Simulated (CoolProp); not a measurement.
Values from CoolProp's reference Helmholtz-energy equation of state, Lemmon 2006. It is a short technical equation, of lower accuracy than the large ones.

Give the vapour pressure (bar), liquid density (kg/m³), vapour density (kg/m³), liquid conductivity (mW/(m K)) of saturated isopentane at 89.45, 133.25, 142.05 °C.


| T (°C) | p (bar) | liquid density (kg/m³) | vapour density (kg/m³) | liquid conductivity (mW/(m K)) |
|---|---|---|---|---|
| 89.45 | 5.71 | 542 | 16.0 | 82.6 |
| 133.25 | 13.9 | 477 | 41.2 | 69.2 |
| 142.05 | 16.3 | 460 | 49.7 | 66.5 |

Thermal conductivity comes from a separate model (Vassiliou 2015).
